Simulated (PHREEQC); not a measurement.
AlCl3 is added in steps, without added water, to 1 kg of water holding 0.0017 mol Ni(NO3)2, 0.0043 mol NaCl and 3.7e-05 mol H2SO4, at 25 °C. Oxygen is held at 0.21 atm. CO2 from the air is kept out. Only these solids could form: Al(OH)3(a), Ni(OH)2, Ni4(OH)6SO4, Basaluminite, Halite, Mirabilite, Morenosite.

Base run: PHREEQC, ion-association model, wateq4f.dat. Each further column changes one thing. The table gives AlSO4+ (mol/kgw).

```json
[
 {"AlCl3 added (mol)": "0", "base": "0", "diluted 10-fold with water": "0", "Ni(NO3)2 from 0.0017 to 0.00255 mol/kgw": "0", "NaCl from 0.0043 to 0.00473 mol/kgw": "0", "no solid may form": "0"},
 {"AlCl3 added (mol)": "0.0002688", "base": "6.36e-6", "diluted 10-fold with water": "1.01e-6", "Ni(NO3)2 from 0.0017 to 0.00255 mol/kgw": "5.66e-6", "NaCl from 0.0043 to 0.00473 mol/kgw": "6.27e-6", "no solid may form": "6.36e-6"},
 {"AlCl3 added (mol)": "0.0005375", "base": "1.05e-5", "diluted 10-fold with water": "1.50e-6", "Ni(NO3)2 from 0.0017 to 0.00255 mol/kgw": "9.59e-6", "NaCl from 0.0043 to 0.00473 mol/kgw": "1.04e-5", "no solid may form": "1.05e-5"},
 {"AlCl3 added (mol)": "0.001075", "base": "1.57e-5", "diluted 10-fold with water": "1.98e-6", "Ni(NO3)2 from 0.0017 to 0.00255 mol/kgw": "?", "NaCl from 0.0043 to 0.00473 mol/kgw": "1.55e-5", "no solid may form": "1.57e-5"},
 {"AlCl3 added (mol)": "0.001344", "base": "1.73e-5", "diluted 10-fold with water": "2.11e-6", "Ni(NO3)2 from 0.0017 to 0.00255 mol/kgw": "1.63e-5", "NaCl from 0.0043 to 0.00473 mol/kgw": "1.72e-5", "no solid may form": "1.73e-5"},
 {"AlCl3 added (mol)": "0.001613", "base": "1.87e-5", "diluted 10-fold with water": "2.22e-6", "Ni(NO3)2 from 0.0017 to 0.00255 mol/kgw": "1.77e-5", "NaCl from 0.0043 to 0.00473 mol/kgw": "1.86e-5", "no solid may form": "1.87e-5"},
 {"AlCl3 added (mol)": "0.001881", "base": "1.98e-5", "diluted 10-fold with water": "2.30e-6", "Ni(NO3)2 from 0.0017 to 0.00255 mol/kgw": "1.88e-5", "NaCl from 0.0043 to 0.00473 mol/kgw": "1.97e-5", "no solid may form": "1.98e-5"},
 {"AlCl3 added (mol)": "0.002419", "base": "2.15e-5", "diluted 10-fold with water": "2.43e-6", "Ni(NO3)2 from 0.0017 to 0.00255 mol/kgw": "2.06e-5", "NaCl from 0.0043 to 0.00473 mol/kgw": "2.14e-5", "no solid may form": "2.15e-5"},
 {"AlCl3 added (mol)": "0.002687", "base": "2.21e-5", "diluted 10-fold with water": "?", "Ni(NO3)2 from 0.0017 to 0.00255 mol/kgw": "2.13e-5", "NaCl from 0.0043 to 0.00473 mol/kgw": "2.20e-5", "no solid may form": "2.21e-5"},
 {"AlCl3 added (mol)": "0.002956", "base": "2.27e-5", "diluted 10-fold with water": "2.52e-6", "Ni(NO3)2 from 0.0017 to 0.00255 mol/kgw": "2.19e-5", "NaCl from 0.0043 to 0.00473 mol/kgw": "2.26e-5", "no solid may form": "2.27e-5"},
 {"AlCl3 added (mol)": "0.003225", "base": "2.32e-5", "diluted 10-fold with water": "?", "Ni(NO3)2 from 0.0017 to 0.00255 mol/kgw": "?", "NaCl from 0.0043 to 0.00473 mol/kgw": "2.31e-5", "no solid may form": "2.32e-5"},
 {"AlCl3 added (mol)": "0.003762", "base": "2.40e-5", "diluted 10-fold with water": "?", "Ni(NO3)2 from 0.0017 to 0.00255 mol/kgw": "2.34e-5", "NaCl from 0.0043 to 0.00473 mol/kgw": "2.40e-5", "no solid may form": "2.40e-5"},
 {"AlCl3 added (mol)": "0.004031", "base": "2.44e-5", "diluted 10-fold with water": "?", "Ni(NO3)2 from 0.0017 to 0.00255 mol/kgw": "2.38e-5", "NaCl from 0.0043 to 0.00473 mol/kgw": "2.43e-5", "no solid may form": "2.44e-5"},
 {"AlCl3 added (mol)": "0.0043", "base": "2.47e-5", "diluted 10-fold with water": "2.66e-6", "Ni(NO3)2 from 0.0017 to 0.00255 mol/kgw": "2.41e-5", "NaCl from 0.0043 to 0.00473 mol/kgw": "2.47e-5", "no solid may form": "2.47e-5"}
]
```

Question: Some entries are withheld; supply them.

Answer: 
- 0.001075, Ni(NO3)2 from 0.0017 to 0.00255 mol/kgw: 1.46e-5
- 0.002687, diluted 10-fold with water: 2.47e-6
- 0.003225, diluted 10-fold with water: 2.55e-6
- 0.003225, Ni(NO3)2 from 0.0017 to 0.00255 mol/kgw: 2.25e-5
- 0.003762, diluted 10-fold with water: 2.61e-6
- 0.004031, diluted 10-fold with water: 2.64e-6
